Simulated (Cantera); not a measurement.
An adiabatic, constant-volume homogeneous reactor starts with H₂ : O₂ : N₂ = 1 : 1.32 : 15.8 (molar parts), at 1073 K and 10.0 bar. Integrator tolerance rtol = 1e-08.

Cantera simulation using the H2/O2 subset of GRI-Mech 3.0, which has no nitrogen chemistry; the numbers are that mechanism's predictions, not measurements. The hydrogen kinetics of GRI-Mech 3.0 are dated; newer H2 mechanisms differ, most at raised pressure.

### Question
What does this change do: O2 1.32 to 0.54 parts?

### Answer
| quantity | before | after |
|---|---|---|
| time of steepest temperature rise | 4.68 ms | 5.27 ms |
| temperature at 0.100 s | 1593 K | 1617 K |
| equilibrium temperature | 1593 K | 1617 K |
| x(H₂) at 0.100 s | 4.25e-7 (gas-phase equilibrium 4.25e-7) | 2.60e-6 (gas-phase equilibrium 2.60e-6) |
| x(O₂) at 0.100 s | 0.0465 (gas-phase equilibrium 0.0465) | 0.00237 (gas-phase equilibrium 0.00237) |
| x(H₂O) at 0.100 s | 0.0567 (gas-phase equilibrium 0.0567) | 0.0594 (gas-phase equilibrium 0.0594) |
| x(H) at 0.100 s | 8.72e-9 (gas-phase equilibrium 8.72e-9) | 2.77e-8 (gas-phase equilibrium 2.77e-8) |
| x(HO₂) at 0.100 s | 1.72e-7 (gas-phase equilibrium 1.72e-7) | 2.20e-8 (gas-phase equilibrium 2.20e-8) |
| x(OH) at 0.100 s | 4.46e-5 (gas-phase equilibrium 4.46e-5) | 2.60e-5 (gas-phase equilibrium 2.60e-5) |
| x(O) at 0.100 s | 7.61e-7 (gas-phase equilibrium 7.61e-7) | 2.28e-7 (gas-phase equilibrium 2.28e-7) |

### Question
What does this change do: constant pressure in place of constant volume?

### Answer
```csv
quantity,before,after
time of steepest temperature rise,4.68 ms,4.98 ms
temperature at 0.100 s,1593 K,1479 K
equilibrium temperature,1593 K,1479 K
x(H₂) at 0.100 s,4.25e-7 (gas-phase equilibrium 4.25e-7),1.19e-7 (gas-phase equilibrium 1.19e-7)
x(O₂) at 0.100 s,0.0465 (gas-phase equilibrium 0.0465),0.0465 (gas-phase equilibrium 0.0465)
x(H₂O) at 0.100 s,0.0567 (gas-phase equilibrium 0.0567),0.0567 (gas-phase equilibrium 0.0567)
x(H) at 0.100 s,8.72e-9 (gas-phase equilibrium 8.72e-9),1.50e-9 (gas-phase equilibrium 1.50e-9)
x(HO₂) at 0.100 s,1.72e-7 (gas-phase equilibrium 1.72e-7),7.22e-8 (gas-phase equilibrium 7.22e-8)
x(OH) at 0.100 s,4.46e-5 (gas-phase equilibrium 4.46e-5),1.90e-5 (gas-phase equilibrium 1.90e-5)
x(O) at 0.100 s,7.61e-7 (gas-phase equilibrium 7.61e-7),2.09e-7 (gas-phase equilibrium 2.09e-7)
```

### Question
What does this change do: 0.62 parts H2O added?

### Answer
```
quantity                                                            before                                    after
---------------------------------  ---------------------------------------  ---------------------------------------
time of steepest temperature rise                                  4.68 ms                                  5.74 ms
temperature at 0.100 s                                              1593 K                                   1570 K
equilibrium temperature                                             1593 K                                   1570 K
x(H₂) at 0.100 s                   4.25e-7 (gas-phase equilibrium 4.25e-7)  5.14e-7 (gas-phase equilibrium 5.14e-7)
x(O₂) at 0.100 s                     0.0465 (gas-phase equilibrium 0.0465)    0.0449 (gas-phase equilibrium 0.0449)
x(H₂O) at 0.100 s                    0.0567 (gas-phase equilibrium 0.0567)    0.0888 (gas-phase equilibrium 0.0888)
x(H) at 0.100 s                    8.72e-9 (gas-phase equilibrium 8.72e-9)  7.49e-9 (gas-phase equilibrium 7.49e-9)
x(HO₂) at 0.100 s                  1.72e-7 (gas-phase equilibrium 1.72e-7)  1.80e-7 (gas-phase equilibrium 1.80e-7)
x(OH) at 0.100 s                   4.46e-5 (gas-phase equilibrium 4.46e-5)  4.62e-5 (gas-phase equilibrium 4.62e-5)
x(O) at 0.100 s                    7.61e-7 (gas-phase equilibrium 7.61e-7)  5.66e-7 (gas-phase equilibrium 5.66e-7)
```
